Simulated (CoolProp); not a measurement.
The fluid at 713.62 K and 0.186 MPa flows at 0.68 m/s in a round tube of 12.7 mm bore and 15 µm roughness, fully developed (64/Re and Nu = 3.66 if laminar; Colebrook and Gnielinski if turbulent). The same conditions are run with several fluids, on thermodynamics alone (safety and materials aside).

Values from CoolProp's reference Helmholtz-energy equation of state of each fluid (normal hydrogen: Leachman 2009; carbon dioxide: Span 1996; nitrogen: Span 2000; ammonia: Gao 2020; oxygen: Schmidt 1985).

Problem. Rank normal hydrogen, carbon dioxide, nitrogen, ammonia, oxygen by Reynolds number, highest first.

Solution. carbon dioxide (372), nitrogen (228), oxygen (221), ammonia (178), normal hydrogen (33.4)

```csv
fluid,Darcy friction factor,pressure drop (Pa/m),heat-transfer coefficient (W/(m² K)),mass flow (kg/h)
normal hydrogen,1.92,2.20,101,0.0196
carbon dioxide,0.172,4.32,14.4,0.428
nitrogen,0.281,4.49,14.7,0.272
ammonia,0.359,3.49,22.7,0.166
oxygen,0.290,5.29,15.8,0.311
```

Above 300 K oxygen's equation is extrapolated.

Transport values come from each fluid's own correlations.
